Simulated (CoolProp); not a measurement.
Aqueous potassium carbonate as a coolant, 30 % by mass, freezing at -18.6 °C, 1 atm.

The numbers come from the Melinder's fits for secondary coolants in CoolProp.

```
T (°C)  cp (kJ/(kg K))  density (kg/m³)  viscosity (mPa s)  Prandtl number
------  --------------  ---------------  -----------------  --------------
-16.7            2.901             1313               7.64             [?]
-7.6               [?]             1310               5.42            30.2
1.5              2.929              [?]               4.06            22.1
10.6             2.943             1303                [?]            16.9
19.6             2.958             1299                [?]            13.4
28.7               [?]             1294               2.13            10.8
37.8             2.990             1289               1.78            8.89
```

### Question
What belongs in the gaps?

### Answer

- -16.7, Prandtl number: 43.6
- -7.6, cp (kJ/(kg K)): 2.914
- 1.5, density (kg/m³): 1307
- 10.6, viscosity (mPa s): 3.18
- 19.6, viscosity (mPa s): 2.57
- 28.7, cp (kJ/(kg K)): 2.974
